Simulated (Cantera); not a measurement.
Cantera run:

```python
import numpy as np
import cantera as ct

gas_names = """
    F F2 N NF NF2 NF3 N2 Si SiF SiF2 SiF3 SiF4 SiN Si2 Si2N Si3
""".split()
cond_names = """
    Si(cr) Si(L) Si3N4(a)
""".split()


def load(file, names, dense=False):
    # The tables refer to 1 bar. Condensed volumes are neglected.
    table = {s.name: s for s in ct.Species.list_from_file(file)}
    out = []
    for n in names:
        d = dict(table[n].input_data)
        d["thermo"] = dict(d["thermo"], **{"reference-pressure": 1e5})
        if dense:
            d["equation-of-state"] = {"model": "constant-volume", "density": "1e6 g/cm^3"}
        out.append(ct.Species.from_dict(d))
    return out


gas = ct.Solution(thermo="ideal-gas", species=load("nasa_gas.yaml", gas_names))
cond = {s.name: ct.Solution(thermo="fixed-stoichiometry", species=[s], name=s.name)
        for s in load("nasa_condensed.yaml", cond_names, dense=True)}
atoms = {
    'SiF4': {'Si': 1, 'F': 4},
    'N2': {'N': 2},
}
top_T = {'Si3N4(a)': 2400}  # K; cautious upper limits of use, not melting points


def equilibrate(T, P, feed):
    n = {}
    for name, mol in feed.items():
        for a, k in atoms[name].items():
            n[a] = n.get(a, 0.0) + k * mol
    gas.TPX = T, P, n
    mass = sum(n.values()) * gas.mean_molecular_weight
    gas.equilibrate("TP")
    valid = [c for c in cond.values() if c.min_temp <= T <= top_T.get(c.name, c.max_temp)]
    mix = ct.Mixture([(gas, mass / gas.mean_molecular_weight)] + [(c, 0.0) for c in valid])
    mix.T, mix.P = T, P
    mix.equilibrate("TP", solver="vcs", rtol=1e-11, max_steps=5000)
    return mix


results = []
feed = {'SiF4': 1, 'N2': 35}  # mol
P = 5.6  # Pa
for T in [725, 875, 1025, 1175, 1325, 1475, 1625, 1775, 1925, 2075]:
    mix = equilibrate(T, P, feed)
    results.append((T, P, feed, dict(zip(mix.species_names, mix.species_moles))))

top = {s: max(r[3][s] / sum(r[3][g] for g in gas_names) for r in results) for s in gas_names}
cols = sorted((s for s in top if top[s] > 1e-05), key=lambda s: -top[s])[:6]
seen = [c for c in cond_names if any(r[3].get(c, 0) > 1e-12 for r in results)]
print("log10 of partial pressures in bar; condensed amounts in mol")
print(f"{'T/K':>10s}" + "".join(f"{s[:9]:>10s}" for s in cols + seen))
for T, P, feed, n in results:
    ng = sum(n[g] for g in gas_names)
    print(f"{T:10.4g}" + "".join(f"{np.log10(max(n[s] / ng * P / 1e5, 1e-99)):10.3f}" for s in cols)
          + "".join(f"{n.get(c, 0):10.4g}" for c in seen))
```

It prints:

```
log10 of partial pressures in bar; condensed amounts in mol
       T/K        N2      SiF4         F      SiF3      SiF2
       725    -4.264    -5.808   -17.732   -23.595   -40.412
       875    -4.264    -5.808   -16.893   -16.893   -27.410
      1025    -4.264    -5.808   -14.227   -14.227   -22.363
      1175    -4.264    -5.808   -12.243   -12.243   -18.607
      1325    -4.264    -5.808   -10.708   -10.708   -15.703
      1475    -4.264    -5.808    -9.487    -9.487   -13.391
      1625    -4.264    -5.809    -8.492    -8.492   -11.509
      1775    -4.264    -5.814    -7.666    -7.670    -9.949
      1925    -4.265    -5.839    -6.974    -6.993    -8.644
      2075    -4.267    -5.930    -6.401    -6.465    -7.563
```

These are equilibrium values from Cantera (NASA tables, ideal gas, pure condensed phases), not measurements of a reactor. The tables' values for SiF3, SiF2 are old estimates; treat these amounts as uncertain.
